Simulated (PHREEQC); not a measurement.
Dissolve 16 mmol/kgw Na2HAsO4 at 20 °C. Closed to the air; pH follows from the charge balance.

All values are PHREEQC results (ion-association model, wateq4f.dat), not measurements.

Each row changes one thing in this solution. Precipitation was switched off in this run.

```tsv
case	pH	ionic strength (mol/kgw)	H2AsO4- (mol/kgw)	AsO4-3 (mol/kgw)
as made	9.08	0.0481	0.000109	9.86e-5
0.00062 mol/kgw CsOH added	9.86	0.0498	1.77e-5	0.000578
Na2HAsO4 from 0.016 to 0.08 mol/kgw	8.91	0.241	0.000579	0.000571
Na2HAsO4 from 0.016 to 0.008 mol/kgw	9.13	0.0240	5.51e-5	4.44e-5
temperature from 20 to 70 °C	8.67	0.0480	0.000215	0.000125
diluted 2-fold with water	9.13	0.0240	5.51e-5	4.44e-5
temperature from 20 to 55 °C	8.79	0.0481	0.000175	0.000120
Na2HAsO4 from 0.016 to 0.032 mol/kgw	9.01	0.0962	0.000222	0.000213
0.00048 mol/kgw Na2SO4 added	9.08	0.0495	0.000109	9.88e-5
```

Complexes and solids missing from the database can't appear. At this temperature some constants are extrapolated from 25 °C, and those without enthalpy data are left unchanged.
